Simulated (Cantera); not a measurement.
Mixture: 35.3 % H2, 13.6 % O2, 51.1 % N2, at 1000000 Pa, adiabatic and at constant pressure. Ignition delay is the time to a rise of 400 K.

Computed with Cantera and GRI-Mech 3.0 (53 species, 325 reactions). The hydrogen kinetics of GRI-Mech 3.0 are dated; newer H2 mechanisms differ, most at raised pressure.

Predict: delay at 950 K; delay at 1150 K; delay at 1350 K; delay at 1550 K; delay at 1750 K.

delay at 950 K: 26.4 ms
delay at 1150 K: 0.244 ms
delay at 1350 K: 3.28 µs
delay at 1550 K: 1.24 µs
delay at 1750 K: 0.731 µs
